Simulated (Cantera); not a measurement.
# Stirred combustor or abatement burner

A perfectly stirred reactor is fed with C2H6 : O2 : N2 : H2O = 1 : 1.94 : 7.31 : 1.6 (molar parts), at 3680 Torr; it is adiabatic with a 575 K inlet, and is followed from long to short residence time, starting on the burning branch (τ in s: 0.25, 0.094, 0.036, 0.013, 0.0051, 0.0019, 0.00072, 0.00027, 0.0001, 3.9e-05, 1.5e-05).

Detailed kinetics in Cantera: GRI-Mech 3.0 (53 species, 325 reactions).

```json
[
 {"τ (s)": "0.25", "T (K)": "1817", "x C2H6": "3.75e-6", "x O2": "0.000133", "x H2O": "0.219", "x CH3": "6.77e-5", "x CH4": "0.00503", "x H2O2": "3.67e-9", "x NO": "6.62e-7"},
 {"τ (s)": "0.094", "T (K)": "1827", "x C2H6": "8.80e-6", "x O2": "0.000307", "x H2O": "0.225", "x CH3": "0.000112", "x CH4": "0.00675", "x H2O2": "9.00e-9", "x NO": "7.25e-7"},
 {"τ (s)": "0.036", "T (K)": "1834", "x C2H6": "1.98e-5", "x O2": "0.000674", "x H2O": "0.231", "x CH3": "0.000176", "x CH4": "0.00833", "x H2O2": "2.17e-8", "x NO": "7.53e-7"},
 {"τ (s)": "0.013", "T (K)": "1833", "x C2H6": "4.65e-5", "x O2": "0.00149", "x H2O": "0.237", "x CH3": "0.000269", "x CH4": "0.00957", "x H2O2": "5.55e-8", "x NO": "7.21e-7"},
 {"τ (s)": "0.0051", "T (K)": "1820", "x C2H6": "0.000103", "x O2": "0.00291", "x H2O": "0.241", "x CH3": "0.000373", "x CH4": "0.00998", "x H2O2": "1.34e-7", "x NO": "6.32e-7"},
 {"τ (s)": "0.0019", "T (K)": "1787", "x C2H6": "0.000247", "x O2": "0.00566", "x H2O": "0.243", "x CH3": "0.000484", "x CH4": "0.00968", "x H2O2": "3.47e-7", "x NO": "4.85e-7"},
 {"τ (s)": "0.00072", "T (K)": "1723", "x C2H6": "0.000654", "x O2": "0.0112", "x H2O": "0.242", "x CH3": "0.000577", "x CH4": "0.00952", "x H2O2": "9.17e-7", "x NO": "2.75e-7"},
 {"τ (s)": "0.00027", "T (K)": "575", "x C2H6": "0.0844", "x O2": "0.164", "x H2O": "0.135", "x CH3": "<1e-12", "x CH4": "<1e-12", "x H2O2": "<1e-12", "x NO": "<1e-12"},
 {"τ (s)": "0.00010", "T (K)": "575", "x C2H6": "0.0844", "x O2": "0.164", "x H2O": "0.135", "x CH3": "<1e-12", "x CH4": "<1e-12", "x H2O2": "<1e-12", "x NO": "<1e-12"},
 {"τ (s)": "3.9e-5", "T (K)": "575", "x C2H6": "0.0844", "x O2": "0.164", "x H2O": "0.135", "x CH3": "<1e-12", "x CH4": "<1e-12", "x H2O2": "<1e-12", "x NO": "<1e-12"},
 {"τ (s)": "1.5e-5", "T (K)": "575", "x C2H6": "0.0844", "x O2": "0.164", "x H2O": "0.135", "x CH3": "<1e-12", "x CH4": "<1e-12", "x H2O2": "<1e-12", "x NO": "<1e-12"}
]
```
x: mole fraction; the columns are a selection and need not sum to one.
